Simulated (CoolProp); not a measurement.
Vapour-liquid equilibrium of propane (1) + cyclopropane (2) at 281.4 K; x and y are mole fractions of (1).

Values from CoolProp's multi-fluid Helmholtz-energy mixture model, Lemmon 2009 and Polt 1992; pair parameters Bell 2016. This equation is an older, rougher fit; its heat capacities, sound speeds and derivatives of the liquid may be far off and weren't checked against measurements.

| x | bubble pressure, mixture model (MPa) | bubble pressure, Raoult's law (MPa) | y, mixture model | y, Raoult's law |
|---|---|---|---|---|
| 0.05 | 0.4630 | 0.4556 | 0.078 | 0.066 |
| 0.125 | 0.4844 | 0.4674 | 0.182 | 0.162 |
| 0.2 | 0.5039 | 0.4793 | 0.274 | 0.253 |
| 0.275 | 0.5215 | 0.4911 | 0.357 | 0.339 |
| 0.35 | 0.5374 | 0.5030 | 0.433 | 0.421 |
| 0.425 | 0.5517 | 0.5148 | 0.503 | 0.500 |
| 0.5 | 0.5643 | 0.5266 | 0.569 | 0.575 |
| 0.575 | 0.5753 | 0.5385 | 0.632 | 0.647 |
| 0.65 | 0.5847 | 0.5503 | 0.694 | 0.715 |
| 0.725 | 0.5925 | 0.5622 | 0.755 | 0.781 |
| 0.8 | 0.5987 | 0.5740 | 0.818 | 0.844 |
| 0.875 | 0.6031 | 0.5859 | 0.882 | 0.904 |
| 0.95 | 0.6054 | 0.5977 | 0.951 | 0.963 |

The largest gap from Raoult's law is +7.2 % in bubble pressure, at x = 0.425. No azeotrope shows between x = 0.05 and 0.95.

The pair parameters rest on a limited set of measurements; away from them the model extrapolates.
